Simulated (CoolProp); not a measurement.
n-octane at 389.68 K and 0.0215 MPa is throttled through a valve to 0.00856 MPa with no heat exchange. Each further row changes one setting.

Computed with CoolProp (reference Helmholtz-energy equation of state, Beckmüller 2019).

```csv
case,temperature change (K),final density (kg/m³)
as stated,-0.4,0.304
outlet pressure 0.00257 MPa,-0.6,0.0909
outlet pressure 0.0111 MPa,-0.3,0.394
```
